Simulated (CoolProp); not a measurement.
A closed Brayton cycle with carbon dioxide: compressor inlet 333.15 K and 8.7 MPa, high pressure 27 MPa, turbine inlet 955 K, compressor efficiency 0.85, turbine efficiency 0.9, recuperator effectiveness 0.95 (on enthalpy, no pinch check). Each further row changes one setting.

Values from CoolProp's reference Helmholtz-energy equation of state, Span 1996.

```json
[
 {"case": "as stated", "thermal efficiency (%)": "39.9", "net work (kJ/kg)": "108", "compressor to turbine work": "0.37", "compressor exit (K)": "432.1", "turbine exit (K)": "807.2"},
 {"case": "turbine inlet 905 K", "thermal efficiency (%)": "38.0", "net work (kJ/kg)": "98.5", "compressor to turbine work": "0.40", "compressor exit (K)": "432.1", "turbine exit (K)": "762.2"},
 {"case": "compressor inlet 343.15 K", "thermal efficiency (%)": "38.7", "net work (kJ/kg)": "102", "compressor to turbine work": "0.41", "compressor exit (K)": "448.2", "turbine exit (K)": "807.2"},
 {"case": "high pressure 22.9 MPa", "thermal efficiency (%)": "39.5", "net work (kJ/kg)": "96.3", "compressor to turbine work": "0.36", "compressor exit (K)": "417.2", "turbine exit (K)": "827.9"},
 {"case": "recuperator effectiveness 0.5", "thermal efficiency (%)": "23.2", "net work (kJ/kg)": "108", "compressor to turbine work": "0.37", "compressor exit (K)": "432.1", "turbine exit (K)": "807.2"}
]
```
